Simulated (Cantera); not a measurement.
Charge: 1 mol CF₄, a varied amount of H₂, at 1525 °C and 0.140 bar.

Cantera equilibrium calculation (NASA polynomials, part measured and part estimated; ideal gas, pure solids and liquids). Candidate condensed phases: C, C₆H₆, C₇H₈, C₈H₁₈; 95 gas species. Gases not in the tables: C₂F₆ and larger saturated fluorocarbons. Equilibrium is a limit: real reactors are often held back by kinetics, nucleation or transport.

x: gas mole fraction; n: condensed amount in mol.

| n(H₂) (mol) | x HF | x CF₄ | x H₂ | x CF₂ | x CF₃ | x H | x F | n C(graphite) |
|---|---|---|---|---|---|---|---|---|
| 0.39 | 0.491 | 0.505 | 2.44e-8 | 0.00327 | 0.000621 | 1.47e-7 | 0.000489 | 0.192 |
| 0.48 | 0.557 | 0.439 | 3.36e-8 | 0.00305 | 0.000559 | 1.73e-7 | 0.000472 | 0.237 |
| 0.58 | ? | ? | ? | 0.00283 | ? | ? | 0.000454 | ? |
| 0.71 | 0.686 | 0.310 | 6.07e-8 | 0.00257 | 0.000431 | 2.32e-7 | 0.000433 | 0.352 |
| 0.86 | 0.750 | 0.247 | 8.12e-8 | 0.00229 | 0.000363 | 2.68e-7 | 0.000409 | 0.427 |
| 1 | 0.799 | 0.198 | 1.03e-7 | 0.00205 | 0.000308 | 3.02e-7 | 0.000387 | 0.497 |
| 1.3 | 0.880 | 0.117 | 1.62e-7 | 0.00158 | 0.000208 | 3.79e-7 | 0.000340 | 0.648 |
| 1.5 | 0.922 | 0.0760 | 2.21e-7 | 0.00127 | 0.000150 | 4.43e-7 | 0.000305 | 0.748 |
| 1.9 | 0.987 | 0.0126 | 6.21e-7 | 0.000518 | 3.91e-5 | 7.42e-7 | 0.000194 | 0.949 |
| 2.3 | 0.930 | <1e-12 | ? | ? | <1e-12 | ? | ? | 1.000 |
| 2.8 | 0.833 | <1e-12 | 0.166 | 1.38e-9 | <1e-12 | 0.000384 | 3.17e-7 | 1.000 |
| 3.4 | 0.741 | <1e-12 | 0.259 | 7.01e-10 | <1e-12 | 0.000479 | 2.26e-7 | 0.999 |
| 4.1 | 0.656 | <1e-12 | 0.344 | 4.14e-10 | <1e-12 | 0.000552 | 1.74e-7 | 0.999 |

Problem. What belongs in the gaps?

Solution. 
- 2.3, x H₂: 0.0696
- 2.3, x CF₂: 4.11e-9
- 2.3, x H: 0.000248
- 2.3, x F: 5.48e-7
- 0.58, x HF: 0.619
- 0.58, x CF₄: 0.377
- 0.58, x H₂: 4.48e-8
- 0.58, x CF₃: 0.000499
- 0.58, x H: 1.99e-7
- 0.58, n C(graphite): 0.287
